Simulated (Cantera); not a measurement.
An adiabatic, constant-volume homogeneous reactor starts with CH3OH : O2 : N2 : CO2 = 1 : 0.789 : 2.97 : 0.13 (molar parts), equivalence ratio 1.9, at 1350 K and 5.20 bar. Integrator tolerance rtol = 1e-08.

Detailed kinetics in Cantera: GRI-Mech 3.0 (53 species, 325 reactions). GRI-Mech 3.0 was tuned for natural gas; its chemistry of methanol as a main component is partial and can be far from experiment.

Task: What does this change do: constant pressure in place of constant volume?

Result: 
| quantity | before | after |
|---|---|---|
| time of steepest temperature rise | 0.220 ms | 0.231 ms |
| temperature at 0.200 s | 2805 K | 2512 K |
| equilibrium temperature | 2805 K | 2512 K |
| x(CH3OH) at 0.200 s | 2.20e-12 (gas-phase equilibrium 2.27e-12) | <1e-12 (gas-phase equilibrium <1e-12) |
| x(O2) at 0.200 s | 0.000207 (gas-phase equilibrium 0.000207) | 4.18e-5 (gas-phase equilibrium 4.18e-5) |
| x(CO2) at 0.200 s | 0.0468 (gas-phase equilibrium 0.0468) | 0.0503 (gas-phase equilibrium 0.0503) |
| x(NO) at 0.200 s | 0.000914 (gas-phase equilibrium 0.000914) | 0.000261 (gas-phase equilibrium 0.000261) |
| x(OH) at 0.200 s | 0.00469 (gas-phase equilibrium 0.00469) | 0.00178 (gas-phase equilibrium 0.00178) |

Task: What does this change do: initial temperature 1350 to 1200 K?

Result: 
```tsv
quantity	before	after
time of steepest temperature rise	0.220 ms	2.05 ms
temperature at 0.200 s	2805 K	2702 K
equilibrium temperature	2805 K	2702 K
x(CH3OH) at 0.200 s	2.20e-12 (gas-phase equilibrium 2.27e-12)	3.04e-12 (gas-phase equilibrium 3.13e-12)
x(O2) at 0.200 s	0.000207 (gas-phase equilibrium 0.000207)	8.44e-5 (gas-phase equilibrium 8.44e-5)
x(CO2) at 0.200 s	0.0468 (gas-phase equilibrium 0.0468)	0.0481 (gas-phase equilibrium 0.0481)
x(NO) at 0.200 s	0.000914 (gas-phase equilibrium 0.000914)	0.000504 (gas-phase equilibrium 0.000504)
x(OH) at 0.200 s	0.00469 (gas-phase equilibrium 0.00469)	0.00283 (gas-phase equilibrium 0.00283)
```
